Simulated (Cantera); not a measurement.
Mixture: CH4 : H2 : O2 : N2 = 1 : 0.19 : 5.24 : 24.1 (molar parts), equivalence ratio 0.40, at 10.0 bar, adiabatic and at constant volume. Ignition delay is the time to a rise of 400 K.

Model: GRI-Mech 3.0 (53 species, 325 reactions), integrated in Cantera.

What does this change do: H2 0.19 to 0.13 parts?


| quantity | before | after |
|---|---|---|
| delay at 1123 K | 2.62 ms | 3.34 ms |
| delay at 1223 K | 0.772 ms | 1.03 ms |
| delay at 1323 K | 0.306 ms | 0.401 ms |
| delay at 1423 K | 0.135 ms | 0.170 ms |
| apparent activation energy between 1373 and 1473 K | 130 kJ/mol | 140 kJ/mol |
